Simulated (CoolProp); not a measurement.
A single-stage vapour-compression cycle with the fluid: evaporating at 197.15 K (dew point), condensing at 259.15 K (bubble point), superheat 0 K, subcooling 2 K, compressor efficiency 0.7, no pressure losses. The same conditions are run with several fluids, on thermodynamics alone (safety and materials aside).

The numbers come from the reference Helmholtz-energy equation of state of each fluid (C2F6 (R116): Lemmon 2006; R13: Platzer 1990; C3F8 (R218): Lemmon 2006; R125: Lemmon 2005; fluoroethane (R161): Wu 2012; R115: Lemmon 2016) in CoolProp. The equations of Platzer and Polt are older, rougher fits.

Question: Rank C2F6 (R116), R13, C3F8 (R218), R125, fluoroethane (R161), R115 by cooling COP, highest first.

Answer: fluoroethane (R161) (1.76), R125 (1.65), R115 (1.62), R13 (1.55), C3F8 (R218) (1.46), C2F6 (R116) (1.30)

| fluid | pressure ratio | discharge temperature (K) | refrigerating effect (kJ/kg) | volumetric capacity (kJ/m³) |
|---|---|---|---|---|
| C2F6 (R116) | 11.1 | 273.3 | 53.0 | 531 |
| R13 | 10.1 | 307.5 | 87.7 | 789 |
| C3F8 (R218) | 22.9 | 264.4 | 60.8 | 79.0 |
| R125 | 20.6 | 298.5 | 111 | 168 |
| fluoroethane (R161) | 23.2 | 365.2 | 346 | 118 |
| R115 | 20.3 | 282.2 | 82.6 | 107 |
